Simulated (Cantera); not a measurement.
Input (Python, Cantera) and output of one run.

```python
import numpy as np
import cantera as ct

gas_names = """
    H HNO HNO2 HNO3 HO2 H2 H2O H2O2 N NH NH2 NH3 NH2OH NO NO2 NO3 N2 N2H2 N2H4 N2O O OH O2 O3 Si SiH
    SiH2 SiH3 SiH4 SiN SiO SiO2 Si2 Si2N Si3
""".split()
cond_names = """
    H2O(s) H2O(L) Si(cr) Si(L) SiO2(Lqz) SiO2(hqz) SiO2(L) Si2N2O(s) Si3N4(a)
""".split()


def load(file, names, dense=False):
    # The tables refer to 1 bar. Condensed volumes are neglected.
    table = {s.name: s for s in ct.Species.list_from_file(file)}
    out = []
    for n in names:
        d = dict(table[n].input_data)
        d["thermo"] = dict(d["thermo"], **{"reference-pressure": 1e5})
        if dense:
            d["equation-of-state"] = {"model": "constant-volume", "density": "1e6 g/cm^3"}
        out.append(ct.Species.from_dict(d))
    return out


gas = ct.Solution(thermo="ideal-gas", species=load("nasa_gas.yaml", gas_names))
cond = {s.name: ct.Solution(thermo="fixed-stoichiometry", species=[s], name=s.name)
        for s in load("nasa_condensed.yaml", cond_names, dense=True)}
atoms = {
    'Si3N4': {'Si': 3, 'N': 4},
    'O2': {'O': 2},
    'H2': {'H': 2},
}
top_T = {'Si2N2O(s)': 2100, 'Si3N4(a)': 2400}  # K; cautious upper limits of use, not melting points


def equilibrate(T, P, feed):
    n = {}
    for name, mol in feed.items():
        for a, k in atoms[name].items():
            n[a] = n.get(a, 0.0) + k * mol
    gas.TPX = T, P, n
    mass = sum(n.values()) * gas.mean_molecular_weight
    gas.equilibrate("TP")
    valid = [c for c in cond.values() if c.min_temp <= T <= top_T.get(c.name, c.max_temp)]
    mix = ct.Mixture([(gas, mass / gas.mean_molecular_weight)] + [(c, 0.0) for c in valid])
    mix.T, mix.P = T, P
    mix.equilibrate("TP", solver="vcs", rtol=1e-11, max_steps=5000)
    return mix


results = []
feed = {'Si3N4': 1, 'O2': 0.0047, 'H2': 140}  # mol
T = 1773  # K
for P in [0.1, 0.75, 5.6, 42, 320, 2400, 18000, 130000, 1000000]:
    mix = equilibrate(T, P, feed)
    results.append((T, P, feed, dict(zip(mix.species_names, mix.species_moles))))

top = {s: max(r[3][s] / sum(r[3][g] for g in gas_names) for r in results) for s in gas_names}
cols = sorted((s for s in top if top[s] > 1e-05), key=lambda s: -top[s])[:7]
seen = [c for c in cond_names if any(r[3].get(c, 0) > 1e-12 for r in results)]
print("log10 of partial pressures in bar; condensed amounts in mol")
print(f"{'P/Pa':>10s}" + "".join(f"{s[:9]:>10s}" for s in cols + seen))
for T, P, feed, n in results:
    ng = sum(n[g] for g in gas_names)
    print(f"{P:10.4g}" + "".join(f"{np.log10(max(n[s] / ng * P / 1e5, 1e-99)):10.3f}" for s in cols)
          + "".join(f"{n.get(c, 0):10.4g}" for c in seen))
```

It prints:

```
log10 of partial pressures in bar; condensed amounts in mol
      P/Pa        H2         H        Si        N2       SiH       SiO       Si2     Si(L) Si2N2O(s)  Si3N4(a)
       0.1    -6.138    -6.615    -7.742    -7.917   -10.720   -10.244   -12.068         0         0         0
      0.75    -5.185    -6.139    -6.834    -7.007    -9.335    -9.335   -10.251         0         0         0
       5.6    -4.284    -5.688    -5.953    -6.120    -8.003    -8.448    -8.489         0         0         0
        42    -3.391    -5.242    -5.672    -5.234    -7.276    -7.561    -7.926     2.225         0         0
       320    -2.504    -4.798    -5.672    -4.348    -6.832    -6.675    -7.926     2.883         0         0
      2400    -1.627    -4.359    -5.672    -3.472    -6.393    -5.799    -7.926     2.971         0         0
   1.8e+04    -0.751    -3.922    -5.672    -2.596    -5.956    -4.924    -7.926     2.984         0         0
   1.3e+05     0.112    -3.490    -5.672    -2.250    -5.524    -4.062    -7.926       0.9         0    0.6954
     1e+06     1.000    -3.046    -5.672    -2.250    -5.080    -3.672    -7.926    0.1076  0.006378    0.9571
```

These are equilibrium values from Cantera (NASA tables, ideal gas, pure condensed phases), not measurements of a reactor. Mutual solubility and eutectic melting of coexisting phases are not modelled. Gases not in the tables: Si2H6 and higher silanes.
